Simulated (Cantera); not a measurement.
A Cantera script and what it prints.

```python
import numpy as np
import cantera as ct

gas_names = """
    B BN BO BO2 B2 B2O B2O2 B2O3 N NO NO2 NO3 N2 N2O O O2 O3
""".split()
cond_names = """
    B(b) B(L) BN(s) B2O3(L)
""".split()


# ... load() reads the species with a 1 bar reference pressure and builds the phases ...
atoms = {
    'BN': {'B': 1, 'N': 1},
    'O2': {'O': 2},
}
top_T = {'BN(s)': 3200}  # K; cautious upper limits of use, not melting points


# ... equilibrate(T, P, feed) seeds the gas with the atoms and calls Mixture.equilibrate('TP', solver="vcs", rtol=1e-11, max_steps=5000) ...
results = []
feed = {'BN': 1, 'O2': 16}  # mol
P = 100000  # Pa
for T in [800, 950, 1100, 1250, 1400, 1550, 1700, 1850]:
    mix = equilibrate(T, P, feed)
    results.append((T, P, feed, dict(zip(mix.species_names, mix.species_moles))))

top = {s: max(r[3][s] / sum(r[3][g] for g in gas_names) for r in results) for s in gas_names}
cols = sorted((s for s in top if top[s] > 1e-05), key=lambda s: -top[s])[:8]
seen = [c for c in cond_names if any(r[3].get(c, 0) > 1e-12 for r in results)]
print("log10 of partial pressures in bar; condensed amounts in mol")
print(f"{'T/K':>10s}" + "".join(f"{s[:9]:>10s}" for s in cols + seen))
for T, P, feed, n in results:
    ng = sum(n[g] for g in gas_names)
    print(f"{T:10.4g}" + "".join(f"{np.log10(max(n[s] / ng * P / 1e5, 1e-99)):10.3f}" for s in cols)
          + "".join(f"{n.get(c, 0):10.4g}" for c in seen))
```

It prints:

```
log10 of partial pressures in bar; condensed amounts in mol
       T/K        O2        N2      B2O3        NO       BO2         O       NO2   B2O3(L)
       800    -0.014    -1.498   -16.722    -6.064   -15.116   -13.105    -6.241       0.5
       950    -0.014    -1.498   -12.572    -5.122   -11.649   -10.505    -5.898       0.5
      1100    -0.014    -1.499    -9.592    -4.436    -9.145    -8.610    -5.647       0.5
      1250    -0.014    -1.499    -7.356    -3.915    -7.255    -7.167    -5.454       0.5
      1400    -0.014    -1.500    -5.619    -3.507    -5.780    -6.031    -5.302    0.4999
      1550    -0.014    -1.503    -4.235    -3.178    -4.597    -5.114    -5.179    0.4989
      1700    -0.015    -1.507    -3.107    -2.908    -3.630    -4.357    -5.078    0.4858
      1850    -0.018    -1.516    -2.172    -2.686    -2.825    -3.724    -4.999    0.3812
```

Equilibrium computed with Cantera from the NASA thermochemical tables; the gas is ideal and each condensed phase is pure.
